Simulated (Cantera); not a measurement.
Input (Python, Cantera) and output of one run.

```python
import numpy as np
import cantera as ct

gas_names = [...]  # 130 gases of nasa_gas.yaml made of C, H, Mg, O, S
cond_names = """
    C(gr) C6H6(L) C7H8(L) C8H18(L),n-octa H2O(s) H2O(L) H2SO4(L) Mg(cr) Mg(L) MgCO3(s) MgO(s) MgO(L)
    MgO2H2(s) MgS(s) MgSO4(s) MgSO4(L) S(cr1) S(cr2) S(L)
""".split()


# ... load() reads the species with a 1 bar reference pressure and builds the phases ...
atoms = {
    'MgCO3': {'Mg': 1, 'C': 1, 'O': 3},
    'H2S': {'H': 2, 'S': 1},
    'CO2': {'C': 1, 'O': 2},
}
top_T = {'C(gr)': 4500, 'MgS(s)': 2250}  # K; cautious upper limits of use, not melting points


# ... equilibrate(T, P, feed) seeds the gas with the atoms and calls Mixture.equilibrate('TP', solver="vcs", rtol=1e-11, max_steps=5000) ...
results = []
feed = {'MgCO3': 1, 'H2S': 0.22, 'CO2': 0.9}  # mol
for P in [1000, 2600, 6700, 17000, 45000, 120000, 300000, 770000, 2000000]:
    for T in [698, 723, 748, 773, 798, 823, 848, 873, 898]:
        mix = equilibrate(T, P, feed)
        results.append((T, P, feed, dict(zip(mix.species_names, mix.species_moles))))

for T, P, feed, n in results:
    print(f"{T:7g} {P:10.4g}  " + (" + ".join(c for c in cond_names if n.get(c, 0) > 1e-12) or "gas only"))
```

Result:

```
    698       1000  MgO(s)
    723       1000  MgO(s)
    748       1000  MgO(s)
    773       1000  MgO(s)
    798       1000  MgO(s)
    823       1000  MgO(s)
    848       1000  MgO(s)
    873       1000  MgO(s)
    898       1000  MgO(s)
    698       2600  MgO(s)
    723       2600  MgO(s)
    748       2600  MgO(s)
    773       2600  MgO(s)
    798       2600  MgO(s)
    823       2600  MgO(s)
    848       2600  MgO(s)
    873       2600  MgO(s)
    898       2600  MgO(s)
    698       6700  MgO(s)
    723       6700  MgO(s)
    748       6700  MgO(s)
    773       6700  MgO(s)
    798       6700  MgO(s)
    823       6700  MgO(s)
    848       6700  MgO(s)
    873       6700  MgO(s)
    898       6700  MgO(s)
    698    1.7e+04  MgO(s)
    723    1.7e+04  MgO(s)
    748    1.7e+04  MgO(s)
    773    1.7e+04  MgO(s)
    798    1.7e+04  MgO(s)
    823    1.7e+04  MgO(s)
    848    1.7e+04  MgO(s)
    873    1.7e+04  MgO(s)
    898    1.7e+04  MgO(s)
    698    4.5e+04  MgO(s)
    723    4.5e+04  MgO(s)
    748    4.5e+04  MgO(s)
    773    4.5e+04  MgO(s)
    798    4.5e+04  MgO(s)
    823    4.5e+04  MgO(s)
    848    4.5e+04  MgO(s)
    873    4.5e+04  MgO(s)
    898    4.5e+04  MgO(s)
    698    1.2e+05  MgO(s)
    723    1.2e+05  MgO(s)
    748    1.2e+05  MgO(s)
    773    1.2e+05  MgO(s)
    798    1.2e+05  MgO(s)
    823    1.2e+05  MgO(s)
    848    1.2e+05  MgO(s)
    873    1.2e+05  MgO(s)
    898    1.2e+05  MgO(s)
    698      3e+05  MgCO3(s)
    723      3e+05  MgO(s)
    748      3e+05  MgO(s)
    773      3e+05  MgO(s)
    798      3e+05  MgO(s)
    823      3e+05  MgO(s)
    848      3e+05  MgO(s)
    873      3e+05  MgO(s)
    898      3e+05  MgO(s)
    698    7.7e+05  MgCO3(s)
    723    7.7e+05  MgCO3(s)
    748    7.7e+05  MgO(s)
    773    7.7e+05  MgO(s)
    798    7.7e+05  MgO(s)
    823    7.7e+05  MgO(s)
    848    7.7e+05  MgO(s)
    873    7.7e+05  MgO(s)
    898    7.7e+05  MgO(s)
    698      2e+06  MgCO3(s)
    723      2e+06  MgCO3(s)
    748      2e+06  MgCO3(s)
    773      2e+06  MgCO3(s)
    798      2e+06  MgO(s)
    823      2e+06  MgO(s)
    848      2e+06  MgO(s)
    873      2e+06  MgO(s)
    898      2e+06  MgO(s)
```

Method: chemical equilibrium by Gibbs-energy minimisation in Cantera with the NASA 1993 tables (ideal gas, pure condensed phases).
